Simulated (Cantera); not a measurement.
An isothermal, constant-pressure homogeneous reactor starts with CH4 : H2 : N2 = 0.027 : 1 : 0.00095 (molar parts), at 1850 K and 20.0 Torr. Integrator tolerance rtol = 1e-08.

Cantera simulation using GRI-Mech 3.0 (53 species, 325 reactions); the numbers are that mechanism's predictions, not measurements. GRI-Mech 3.0 stops at C3 and has no aromatics, soot or wall deposition, so with more carbon than oxygen in the feed, carbon stays in small species such as C2H2 where larger ones or solid carbon would form. Radical loss at walls, strong at low pressure, is not modelled.

Question: What does this change do: pressure from 20.0 Torr to 100.0 Torr?

Answer: 
```tsv
quantity	before	after
x(CH4) at 70.0 s	0.000118 (gas-phase equilibrium 0.000115)	0.000585 (gas-phase equilibrium 0.000571)
x(H2) at 70.0 s	0.983 (gas-phase equilibrium 0.983)	0.985 (gas-phase equilibrium 0.985)
x(H) at 70.0 s	0.00329 (gas-phase equilibrium 0.00329)	0.00147 (gas-phase equilibrium 0.00147)
x(CH2) at 70.0 s	3.11e-8 (gas-phase equilibrium 3.03e-8)	3.08e-8 (gas-phase equilibrium 3.00e-8)
x(C2H6) at 70.0 s	1.45e-10 (gas-phase equilibrium 1.38e-10)	3.57e-9 (gas-phase equilibrium 3.40e-9)
x(HCN) at 70.0 s	1.21e-7 (gas-phase equilibrium 0.00120)	1.80e-7 (gas-phase equilibrium 0.00120)
```

Question: What does this change do: temperature 1850 to 1500 K?

Answer: 
| quantity | before | after |
|---|---|---|
| x(CH4) at 70.0 s | 0.000118 (gas-phase equilibrium 0.000115) | 0.00939 (gas-phase equilibrium 0.00232) |
| x(H2) at 70.0 s | 0.983 (gas-phase equilibrium 0.983) | 0.981 (gas-phase equilibrium 0.985) |
| x(H) at 70.0 s | 0.00329 (gas-phase equilibrium 0.00329) | 0.000102 (gas-phase equilibrium 0.000108) |
| x(CH2) at 70.0 s | 3.11e-8 (gas-phase equilibrium 3.03e-8) | 1.68e-9 (gas-phase equilibrium 4.65e-10) |
| x(C2H6) at 70.0 s | 1.45e-10 (gas-phase equilibrium 1.38e-10) | 1.37e-7 (gas-phase equilibrium 1.86e-8) |
| x(HCN) at 70.0 s | 1.21e-7 (gas-phase equilibrium 0.00120) | 3.76e-11 (gas-phase equilibrium 0.00103) |
